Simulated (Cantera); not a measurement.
Input (Python, Cantera):

```python
import numpy as np
import cantera as ct

gas = ct.Solution("gri30.yaml")


def delay(T, t_max=10):
    gas.TPX = T, 500000, {'CH4': 1, 'O2': 1.43, 'N2': 5.37, 'H2O': 1.7}
    reactor = ct.IdealGasReactor(gas, clone=False)
    net = ct.ReactorNet([reactor])
    net.rtol, net.atol = 1e-8, 1e-16
    while net.time < t_max:
        t_old, T_old = net.time, reactor.T
        net.step()
        if reactor.T > T + 400:  # ignition: a rise of 400 K
            return t_old + (T + 400 - T_old) / (reactor.T - T_old) * (net.time - t_old)
    return np.nan


taus = []
for T in [1200, 1250, 1300, 1350, 1400, 1450]:
    taus.append(delay(T))
    print(f"T0 = {T:6g} K   tau = {taus[-1]:.4e} s")
```

It prints:

```
T0 =   1200 K   tau = 1.3656e-02 s
T0 =   1250 K   tau = 7.6984e-03 s
T0 =   1300 K   tau = 4.4355e-03 s
T0 =   1350 K   tau = 2.5923e-03 s
T0 =   1400 K   tau = 1.5281e-03 s
T0 =   1450 K   tau = 9.0572e-04 s
```

Detailed kinetics in Cantera: GRI-Mech 3.0 (53 species, 325 reactions).
